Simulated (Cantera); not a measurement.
Input (Python, Cantera):

```python
import numpy as np
import cantera as ct

surf = ct.Interface("ptcombust.yaml", "Pt_surf")
gas = surf.adjacent["gas"]
gas.TPX = 975, 500000, {'CO': 0.025, 'O2': 0.016, 'N2': 0.79, 'H2O': 0.0053}
surf.TP = 975, 500000
reactor = ct.FlowReactor(gas, clone=False)
reactor.area = 0.0001  # m2
reactor.surface_area_to_volume_ratio = 270  # 1/m
reactor.mass_flow_rate = 0.56 * reactor.area * gas.density  # inlet velocity 0.56 m/s
reactor.energy_enabled = False
wall = ct.ReactorSurface(surf, reactor, clone=False)
net = ct.ReactorNet([reactor])
net.rtol, net.atol = 1e-8, 1e-16
show, cover = ['CO', 'O2', 'H2O', 'CO2'], ['PT(S)', 'H(S)', 'O(S)', 'OH(S)', 'CO(S)', 'C(S)']

rows = []
print(f"{'z/m':>9s}{'u/(m/s)':>9s}" + "".join(f"{s:>13s}" for s in show + cover))
for z in [0.00025, 0.00053, 0.0011, 0.0025, 0.0053, 0.011, 0.025]:
    net.advance(z)
    rows.append([reactor.speed, *gas[show].X, *surf[cover].coverages])
    print(f"{z:9.4g}{rows[-1][0]:9.3g}" + "".join(f"{x:13.4e}" for x in rows[-1][1:]))
```

Output:

```
      z/m  u/(m/s)           CO           O2          H2O          CO2        PT(S)         H(S)         O(S)        OH(S)        CO(S)         C(S)
  0.00025    0.559   2.7535e-02   1.7957e-02   6.3450e-03   2.3949e-03   2.5050e-01   1.0888e-05   2.5619e-03   2.2226e-04   7.4669e-01   6.3408e-09
  0.00053    0.559   2.4861e-02   1.6626e-02   6.3536e-03   5.1086e-03   2.6173e-01   1.1486e-05   2.6292e-03   2.3031e-04   7.3539e-01   6.3576e-09
   0.0011    0.557   1.9285e-02   1.3850e-02   6.3715e-03   1.0769e-02   2.9142e-01   1.3025e-05   2.8304e-03   2.5251e-04   7.0547e-01   6.3082e-09
   0.0025    0.553   3.2581e-03   5.8707e-03   6.4231e-03   2.7040e-02   5.6615e-01   2.1749e-05   7.5037e-03   5.7537e-04   4.2572e-01   2.7896e-09
   0.0053    0.552   5.9962e-14   4.2486e-03   6.4336e-03   3.0347e-02   2.4932e-01   6.3761e-07   7.4686e-01   3.8124e-03   1.6022e-13   4.6449e-24
    0.011    0.552   4.8769e-14   4.2486e-03   6.4336e-03   3.0347e-02   2.4932e-01   6.3761e-07   7.4686e-01   3.8124e-03   1.3031e-13   3.7779e-24
    0.025    0.552   3.0403e-14   4.2486e-03   6.4336e-03   3.0347e-02   2.4932e-01   6.3761e-07   7.4686e-01   3.8124e-03   8.1236e-14   2.3552e-24
```

Computed with Cantera and Deutschmann's 1995 Pt surface mechanism with GRI-Mech 3.0 gas chemistry. Catalytic surfaces can have several steady states; this one follows from the mechanism file's or the stated starting coverage. Mass transfer to the wall is taken as infinitely fast.
